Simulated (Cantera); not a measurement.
Low-pressure radical oxidation in H2/O2

An isothermal, constant-pressure homogeneous reactor starts with 1.27 % H₂, 97.9 % O₂, 0.861 % H₂O, at 1048 K and 4.88 Torr.

Model: the H2/O2 subset of GRI-Mech 3.0, which has no nitrogen chemistry, integrated in Cantera. Radical loss at walls, strong at low pressure, is not modelled.

```csv
t (s),x H₂,x O₂,x H₂O,x O,x H₂O₂,x OH,x HO₂
0.000400,0.0127,0.979,0.00861,4.96e-11,<1e-12,4.40e-11,8.28e-11
0.00107,0.0127,0.979,0.00861,2.45e-10,<1e-12,1.83e-10,2.22e-10
0.00286,0.0127,0.979,0.00861,1.68e-9,<1e-12,1.03e-9,6.00e-10
0.00765,0.0127,0.979,0.00861,5.50e-8,<1e-12,3.16e-8,1.92e-9
0.0205,0.0122,0.978,0.00902,0.000333,1.68e-9,0.000184,1.05e-6
0.0547,0.000124,0.969,0.0203,0.00840,2.04e-8,0.000721,1.34e-6
0.146,7.39e-5,0.972,0.0208,0.00558,1.93e-8,0.000569,1.13e-6
0.391,3.17e-5,0.976,0.0211,0.00239,1.88e-8,0.000372,7.99e-7
1.05,8.10e-6,0.978,0.0214,0.000617,1.61e-8,0.000189,4.07e-7
2.80,1.49e-6,0.978,0.0214,0.000116,1.06e-8,8.22e-5,1.47e-7
7.48,2.62e-7,0.978,0.0215,2.08e-5,5.12e-9,3.49e-5,4.13e-8
20.0,5.21e-8,0.979,0.0215,4.21e-6,1.98e-9,1.57e-5,1.08e-8
```
x: mole fraction; the columns are a selection and need not sum to one.

Equilibrium at this temperature and pressure: H₂ 9.28e-11, O₂ 0.979, H₂O 0.0215, O 7.81e-9, H₂O₂ 8.67e-12, OH 6.77e-7, HO₂ 8.08e-10 (gas phase only).
